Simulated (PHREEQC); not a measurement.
**Phosphoric acid bath**

A solution holds 0.044 mol H3PO4, 0.0031 mol K2HPO4 and 0.00055 mol ZnSO4 per kg of water, at 25 °C. It is in equilibrium with CO2 at log p = -2 (atm). Otherwise closed; pH follows from the charge balance.

Equilibrium calculation in PHREEQC: ion-association model, wateq4f.dat.

This is a speciation only: nothing precipitates in the calculation.

Question: Estimate the pH, ionic strength.

Answer: pH 1.95; ionic strength 0.0209 mol/kgw.

Question: In which forms is S present?

Answer: SO4-2 56 %, HSO4- 41 %, ZnSO4 2.4 %, KSO4- 1.4 % of the S.

H3PO4, which wateq4f.dat lacks, is added to it with the constant of phreeqc.dat. The database has no phosphate complexes of Zn.
